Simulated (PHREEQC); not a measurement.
0.1 g of hydrous ferric oxide (600 m²/g; 0.2 weak and 0.005 strong sites per Fe, Dzombak-Morel constants, diffuse double layer) in 1 kg of water with 0.005 mol/kgw of an inert sodium salt and 2.8e-07 mol/kgw NaH2PO4 and 3.4e-05 mol/kgw MgCl2, at 25 °C; the pH is set by adding NaOH or the inert anion's acid. O2 is buffered at 0.21 atm. The system is closed to CO2. No solid was allowed to form.

All values are PHREEQC results (ion-association model, wateq4f.dat), not measurements.

```json
[
 {"pH": "3", "P sorbed (%)": "100.0", "Mg sorbed (%)": "0.0", "surface charge σ (C/m²)": "0.303", "surface potential ψ (mV)": "215"},
 {"pH": "3.5", "P sorbed (%)": "100.0", "Mg sorbed (%)": "0.0", "surface charge σ (C/m²)": "0.243", "surface potential ψ (mV)": "207"},
 {"pH": "4", "P sorbed (%)": "100.0", "Mg sorbed (%)": "0.0", "surface charge σ (C/m²)": "0.183", "surface potential ψ (mV)": "193"},
 {"pH": "4.5", "P sorbed (%)": "100.0", "Mg sorbed (%)": "0.0", "surface charge σ (C/m²)": "0.132", "surface potential ψ (mV)": "177"},
 {"pH": "5", "P sorbed (%)": "100.0", "Mg sorbed (%)": "0.0", "surface charge σ (C/m²)": "0.091", "surface potential ψ (mV)": "158"},
 {"pH": "5.5", "P sorbed (%)": "100.0", "Mg sorbed (%)": "0.0", "surface charge σ (C/m²)": "0.060", "surface potential ψ (mV)": "137"},
 {"pH": "6", "P sorbed (%)": "100.0", "Mg sorbed (%)": "0.0", "surface charge σ (C/m²)": "0.038", "surface potential ψ (mV)": "113"},
 {"pH": "6.5", "P sorbed (%)": "100.0", "Mg sorbed (%)": "0.0", "surface charge σ (C/m²)": "0.023", "surface potential ψ (mV)": "88"},
 {"pH": "7", "P sorbed (%)": "100.0", "Mg sorbed (%)": "0.3", "surface charge σ (C/m²)": "0.013", "surface potential ψ (mV)": "62"},
 {"pH": "7.5", "P sorbed (%)": "99.8", "Mg sorbed (%)": "2.6", "surface charge σ (C/m²)": "0.006", "surface potential ψ (mV)": "34"},
 {"pH": "8", "P sorbed (%)": "98.5", "Mg sorbed (%)": "18.1", "surface charge σ (C/m²)": "0.001", "surface potential ψ (mV)": "9"},
 {"pH": "8.5", "P sorbed (%)": "92.4", "Mg sorbed (%)": "59.3", "surface charge σ (C/m²)": "-0.002", "surface potential ψ (mV)": "-12"},
 {"pH": "9", "P sorbed (%)": "66.4", "Mg sorbed (%)": "90.8", "surface charge σ (C/m²)": "-0.006", "surface potential ψ (mV)": "-34"}
]
```

H3PO4, which wateq4f.dat lacks, is added to it with the constant of phreeqc.dat. The oxide is taken as insoluble; below pH 4 it would dissolve.
